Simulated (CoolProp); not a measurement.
A Linde-Hampson liquefier for normal hydrogen: isothermal reversible compression at 290 K from 1 atm to 15 MPa, throttling to 1 atm, return gas leaving the recuperator 5 K below the feed. Each further row changes one setting.

Values from CoolProp's reference Helmholtz-energy equation of state, Leachman 2009.

```
case                        compression work (kJ/kg of gas)
--------------------------  -------------------------------
as stated                                              6090
high pressure 30 MPa                                   7030
warm-end temperature 320 K                             6710
warm-end gap 10 K                                      6090
```
